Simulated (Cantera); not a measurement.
Charge: 1 mol AlN, 0.18 mol Br2, 5.1 mol N2, held at 1 atm.

Equilibrium computed with Cantera from the NASA thermochemical tables; the gas is ideal and each condensed phase is pure. Candidate condensed phases: Al, AlBr3, AlN, Br2; 10 gas species. Rates play no part. All values below are at 1323 K.

Base state: N2 0.977, AlBr3 0.0227, Br 4.56e-5 (mole fractions); condensed: AlN(s).

Question: What changes in the equilibrium state with this change: 0.23 mol H2O added?

Answer: 
| species | before | after |
|---|---|---|
| N2 | 0.977 | 0.934 |
| H2 | 0 | 0.0310 |
| HBr | 0 | 0.0204 |
| AlBr3 | 0.0227 | 0.0147 |
| Br | 4.56e-5 | 3.91e-5 |
| AlN(s), mol | 0.880 | 0.765 |
| Al2O3(s), mol | 0 | 0.0767 |
Mutual solubility and eutectic melting of coexisting phases are not modelled. Further candidate phases: Al2O3, H2O.
